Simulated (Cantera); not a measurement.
Input (Python, Cantera):

```python
import numpy as np
import cantera as ct

gas = ct.Solution("h2o2.yaml")
gas.TPX = 325, 500000, {'H2': 1, 'O2': 0.263, 'N2': 0.989}
flame = ct.FreeFlame(gas, width=0.013)
flame.set_refine_criteria(ratio=3, slope=0.08, curve=0.16)
flame.transport_model = "mixture-averaged"
flame.solve(loglevel=0, auto=True)
z, T = flame.grid, flame.T
thick = (T[-1] - T[0]) / np.gradient(T, z).max()
show = ['H2', 'O2', 'HO2', 'H', 'H2O', 'OH']
print(f"laminar burning velocity  {flame.velocity[0] * 100:.3f} cm/s")
print(f"burnt temperature         {T[-1]:.1f} K")
print(f"thermal thickness         {thick * 1e3:.4f} mm")
print(f"grid points               {len(z)}")
z0 = z[flame.heat_release_rate.argmax()]
print(f"{'z/mm':>9s}{'T/K':>9s}{'u/(m/s)':>9s}" + "".join(f"{s:>11s}" for s in show))
rows = []
for k in (-3, -2, -1.5, -1, -0.5, -0.25, 0, 0.25, 0.5, 1, 2, 4, 8):
    zz = z0 + k * thick
    rows.append([k * thick, np.interp(zz, z, T), np.interp(zz, z, flame.velocity),
                 *(np.interp(zz, z, flame.X[gas.species_index(s)]) for s in show)])
    print(f"{rows[-1][0] * 1e3:9.3f}{rows[-1][1]:9.1f}{rows[-1][2]:9.3f}" + "".join(f"{x:11.3e}" for x in rows[-1][3:]))
```

Output:

```
laminar burning velocity  324.847 cm/s
burnt temperature         2129.2 K
thermal thickness         0.0453 mm
grid points               113
     z/mm      T/K  u/(m/s)         H2         O2        HO2          H        H2O         OH
   -0.136    325.0    3.248  4.440e-01  1.168e-01  1.415e-11  1.207e-16  2.932e-10  8.736e-15
   -0.091    325.0    3.249  4.440e-01  1.168e-01  1.649e-09  1.481e-14  2.812e-08  1.621e-12
   -0.068    325.2    3.249  4.439e-01  1.168e-01  2.519e-08  5.505e-13  3.852e-07  7.082e-11
   -0.045    327.2    3.264  4.427e-01  1.171e-01  9.376e-07  7.974e-11  1.208e-05  9.990e-09
   -0.023    403.0    3.923  4.262e-01  1.194e-01  2.865e-04  2.915e-06  2.468e-03  1.821e-05
   -0.011    727.6    6.823  3.871e-01  1.119e-01  1.034e-03  1.559e-03  2.967e-02  8.378e-04
    0.000   1154.2   10.553  3.305e-01  8.610e-02  4.328e-04  1.182e-02  9.085e-02  1.334e-03
    0.011   1462.1   13.244  2.749e-01  5.046e-02  2.063e-04  2.696e-02  1.608e-01  2.307e-03
    0.023   1641.2   14.820  2.381e-01  2.338e-02  8.998e-05  3.722e-02  2.115e-01  3.045e-03
    0.045   1797.0   16.160  2.154e-01  4.052e-03  1.469e-05  3.980e-02  2.486e-01  3.344e-03
    0.091   1905.3   17.033  2.166e-01  3.498e-04  1.377e-06  3.091e-02  2.577e-01  3.051e-03
    0.181   1990.3   17.691  2.226e-01  8.721e-05  4.313e-07  2.046e-02  2.605e-01  2.341e-03
    0.362   2051.9   18.158  2.273e-01  3.301e-05  1.766e-07  1.231e-02  2.627e-01  1.556e-03
```

Computed with Cantera and the H2/O2 subset of GRI-Mech 3.0, which has no nitrogen chemistry. The hydrogen kinetics of GRI-Mech 3.0 are dated; newer H2 mechanisms differ, most at raised pressure. Burning velocities carry a grid error of a few per cent, more on coarse grids.
